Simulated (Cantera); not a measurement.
**Moist CO burnout**

An isothermal, constant-pressure homogeneous reactor starts with CO : O2 : H2O : N2 : H2 = 0.0012 : 0.08 : 0.0061 : 1 : 0.0058 (molar parts), equivalence ratio 0.044, at 1300 K and 0.530 bar.

Detailed kinetics in Cantera: GRI-Mech 3.0 (53 species, 325 reactions).

```
t (s)         x CO    x O2    x H2O     x CO2      x H2     x NO      x OH
--------  --------  ------  -------  --------  --------  -------  --------
2.00e-5    0.00110  0.0732  0.00558  1.95e-10   0.00531   <1e-12  9.18e-10
0.000103   0.00110  0.0732  0.00558   2.50e-9   0.00531   <1e-12   3.51e-8
0.000528  0.000935  0.0699  0.00944  0.000164  0.000714  5.02e-8  0.000714
0.00271   0.000342  0.0702   0.0108  0.000759   2.21e-5  2.06e-7  0.000173
0.0139     7.63e-5  0.0702   0.0109   0.00102   2.13e-6  2.15e-7   5.76e-5
0.0717     5.49e-6  0.0702   0.0109   0.00110   1.95e-7  2.21e-7   1.85e-5
0.368      9.86e-8  0.0702   0.0109   0.00110   1.65e-8  2.24e-7   5.65e-6
1.89      9.79e-10  0.0702   0.0109   0.00110   5.27e-9  2.25e-7   3.21e-6
9.73      8.79e-10  0.0702   0.0109   0.00110   4.95e-9  2.26e-7   3.10e-6
50.0      8.79e-10  0.0702   0.0109   0.00110   4.95e-9  2.28e-7   3.10e-6
```
x: mole fraction; the columns are a selection and need not sum to one.

Equilibrium at this temperature and pressure: CO 8.80e-10, O2 0.0701, H2O 0.0109, CO2 0.00110, H2 4.95e-9, NO 0.000248, OH 3.10e-6 (gas phase only).
